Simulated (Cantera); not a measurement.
An isothermal, constant-pressure homogeneous reactor starts with CH4 : H2O = 1 : 0.36 (molar parts), at 1275 K and 0.987 atm.

Computed with Cantera and GRI-Mech 3.0 (53 species, 325 reactions). GRI-Mech 3.0 stops at C3 and has no aromatics, soot or wall deposition, so with more carbon than oxygen in the feed, carbon stays in small species such as C2H2 where larger ones or solid carbon would form.

x: mole fraction; the columns are a selection and need not sum to one.

```tsv
t (s)	x CH4	x H2O	x CH2	x H	x HO2
3.00e-6	0.735	0.265	<1e-12	3.24e-10	<1e-12
1.60e-5	0.735	0.265	<1e-12	3.24e-10	<1e-12
8.54e-5	0.735	0.265	<1e-12	3.25e-10	<1e-12
0.000456	0.735	0.265	<1e-12	3.27e-10	<1e-12
0.00243	0.735	0.265	1.39e-12	3.47e-10	<1e-12
0.0130	0.735	0.265	1.74e-12	3.70e-10	<1e-12
0.0693	0.735	0.265	2.55e-12	5.04e-10	<1e-12
0.370	0.733	0.265	5.23e-12	1.68e-9	<1e-12
1.97	0.721	0.263	6.70e-12	1.02e-8	<1e-12
10.5	0.659	0.254	1.14e-11	5.18e-8	<1e-12
56.2	0.476	0.229	2.07e-11	2.44e-7	<1e-12
300	?	?	2.00e-11	?	<1e-12
```

**Question.** What belongs in the gaps?

**Answer.** 
- 300, x CH4: 0.425
- 300, x H2O: 0.197
- 300, x H: 3.88e-7
